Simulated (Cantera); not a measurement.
**Diamond growth**

A diamond (100) surface in a fixed gas of H2 with x(CH4) = 0.0021, x(CH3) = 0.0018, at 975 K, 8.25 Torr; coverages are run to steady state.

Cantera simulation using the Harris–Goodwin 1993 mechanism for the reconstructed diamond (100) surface; the numbers are that mechanism's predictions, not measurements.

| x(H) | growth (µm/h) | θ c6HH | θ c6H* | θ c6*H | θ c6** | θ c6HM |
|---|---|---|---|---|---|---|
| 0.0001 | 0.407 | 0.242 | 0.00536 | 0.118 | 0.000446 | 0.474 |
| 0.0002 | 0.790 | 0.249 | 0.00583 | 0.128 | 0.000832 | 0.460 |
| 0.00039 | 1.44 | 0.272 | 0.00660 | 0.145 | 0.00145 | 0.430 |
| 0.00078 | 2.50 | 0.316 | 0.00786 | 0.173 | 0.00240 | 0.374 |
| 0.0016 | 4.02 | 0.381 | 0.00968 | 0.213 | 0.00371 | 0.293 |
| 0.0031 | 5.56 | 0.449 | 0.0115 | 0.254 | 0.00502 | 0.209 |
| 0.0061 | 6.95 | 0.511 | 0.0132 | 0.291 | 0.00618 | 0.133 |
| 0.012 | 7.97 | 0.557 | 0.0145 | 0.318 | 0.00703 | 0.0776 |
| 0.024 | 8.61 | 0.585 | 0.0153 | 0.336 | 0.00757 | 0.0420 |
θ: site fractions in the mechanism's names (c6HH fully hydrogenated, c6H* and c6*H radical sites, c6** diradical, c6HM methylated).
